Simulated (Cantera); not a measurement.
# Thermodynamics of silicon oxide and oxynitride deposition, feed SiH2Cl2 + NO + N2O

Feed: 1 mol SiH2Cl2, 0.96 mol NO, 5.1 mol N2O, equilibrated at 0.0100 bar.

Cantera equilibrium calculation (NASA polynomials, part measured and part estimated; ideal gas, pure solids and liquids). Candidate condensed phases: H2O, NH4Cl, Si, SiO2, Si2N2O, Si3N4; 47 gas species. The tables hold silica as quartz up to 1696 K and as liquid above; real silica turns to tridymite and cristobalite and melts near 1996 K. Equilibrium is a limit: real reactors are often held back by kinetics, nucleation or transport.

```tsv
T (K)	x N2	x O2	x HCl	x Cl	x H2O	x NO	x Cl2	n SiO2(β-quartz)	n SiO2(condensed)
1623	0.574	0.197	0.161	0.0423	0.0221	0.00176	0.00113	1.00	0
1648	0.573	0.196	0.159	0.0451	0.0233	0.00195	0.000968	1.00	0
1673	0.573	0.195	0.156	0.0479	0.0246	0.00215	0.000830	1.00	0
1698	0.572	0.194	0.153	0.0508	0.0258	0.00236	0.000713	0	1.000
1723	0.572	0.193	0.150	0.0536	0.0271	0.00258	0.000614	0	1.000
1748	0.571	0.192	0.148	0.0565	0.0284	0.00282	0.000529	0	1.000
1773	0.570	0.191	0.145	0.0594	0.0297	0.00307	0.000458	0	1.000
```
x: gas mole fraction; n: condensed amount in mol.

From 1623 K to 1673 K the condensed part is SiO2(β-quartz). From 1698 K to 1773 K the condensed part is SiO2(condensed).
